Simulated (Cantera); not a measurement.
A closed system holds: 1 mol TEOS, 0.18 mol CO₂, 170 mol N₂, 2.5 mol O₃, at 24.0 mbar.

Equilibrium computed with Cantera from the NASA thermochemical tables; the gas is ideal and each condensed phase is pure. Candidate condensed phases: C, C₆H₆, C₇H₈, C₈H₁₈, H₂O, Si, SiC, SiO₂, Si₂N₂O, Si₃N₄; 151 gas species. The feed counts by its element totals alone. The tables hold silica as quartz up to 1696 K and as liquid above; real silica turns to tridymite and cristobalite and melts near 1996 K. Equilibrium is a limit: real reactors are often held back by kinetics, nucleation or transport.

x: gas mole fraction; n: condensed amount in mol.

```csv
T (K),x N₂,x H₂,x CO,x H₂O,x CO₂,n SiO₂(β-quartz),n SiO₂(condensed)
873,0.903,0.0502,0.0375,[?],0.00595,1.00,0
973,0.903,0.0492,0.0385,[?],0.00498,1.00,0
1073,0.903,0.0484,0.0393,[?],0.00418,1.00,0
1173,0.903,0.0478,0.0399,[?],0.00354,1.00,0
1273,0.903,0.0473,0.0404,0.00589,0.00304,1.00,0
1373,0.903,0.0469,0.0408,0.00627,0.00265,1.000,0
1473,0.903,0.0466,0.0411,0.00658,0.00235,1.000,0
1573,0.903,0.0463,0.0414,0.00682,0.00211,0.999,0
1673,0.903,0.0460,0.0415,0.00704,0.00192,0.992,0
1773,0.903,0.0455,0.0416,0.00742,0.00183,0,0.938
```

Task: What belongs in the gaps?

Result: 
- 873, x H₂O: 0.00298
- 973, x H₂O: 0.00395
- 1073, x H₂O: 0.00475
- 1173, x H₂O: 0.00539
